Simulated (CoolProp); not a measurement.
The fluid at 398.94 K and 0.829 MPa flows at 0.15 m/s in a round tube of 100 mm bore and 1.5 µm roughness, fully developed (64/Re and Nu = 3.66 if laminar; Colebrook and Gnielinski if turbulent). The same conditions are run with several fluids, on thermodynamics alone (safety and materials aside).

Computed with CoolProp (reference Helmholtz-energy equation of state of each fluid (C2F6 (R116): Lemmon 2006; n-butane: Bücker 2006; R507A: Lemmon 2003; ammonia: Gao 2020; R143a: Lemmon and Jacobsen 2000)). Blends and air are pseudo-pure fits.

Task: Rank C2F6 (R116), n-butane, R507A, ammonia, R143a by Reynolds number, highest first.

Result: C2F6 (R116) (28000), n-butane (24000), R507A (23800), R143a (22100), ammonia (4730)

```json
[
 {"fluid": "C2F6 (R116)", "Darcy friction factor": "0.0239", "pressure drop (Pa/m)": "0.0956", "heat-transfer coefficient (W/(m² K))": "16.0", "mass flow (kg/h)": "151"},
 {"fluid": "n-butane", "Darcy friction factor": "0.0248", "pressure drop (Pa/m)": "0.0449", "heat-transfer coefficient (W/(m² K))": "18.1", "mass flow (kg/h)": "68.4"},
 {"fluid": "R507A", "Darcy friction factor": "0.0248", "pressure drop (Pa/m)": "0.0726", "heat-transfer coefficient (W/(m² K))": "13.6", "mass flow (kg/h)": "110"},
 {"fluid": "ammonia", "Darcy friction factor": "0.0380", "pressure drop (Pa/m)": "0.0187", "heat-transfer coefficient (W/(m² K))": "6.37", "mass flow (kg/h)": "18.6"},
 {"fluid": "R143a", "Darcy friction factor": "0.0253", "pressure drop (Pa/m)": "0.0629", "heat-transfer coefficient (W/(m² K))": "13.9", "mass flow (kg/h)": "93.8"}
]
```

Transport values come from each fluid's own correlations; those of C2F6 (R116), R143a are estimates that may be off by 10 % or more.
